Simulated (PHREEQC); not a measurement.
Solution (25 °C): 0.2 mol CdCl2, 0.018 mol KCl and 0.0019 mol FeSO4 per kg of water. Closed to the air; pH follows from the charge balance.

All values are PHREEQC results (ion-association model, phreeqc.dat), not measurements.

**Question.** The ionic strength comes out as 0.219 mol/kgw. What activity coefficients do CdCl3-, Fe+2, H+, KSO4-, FeCl+ get?

**Answer.** CdCl3- 0.74, Fe+2 0.32, H+ 0.79, KSO4- 0.74, FeCl+ 0.74.

This is a speciation only: nothing precipitates in the calculation. Complexes and solids missing from the database can't appear.
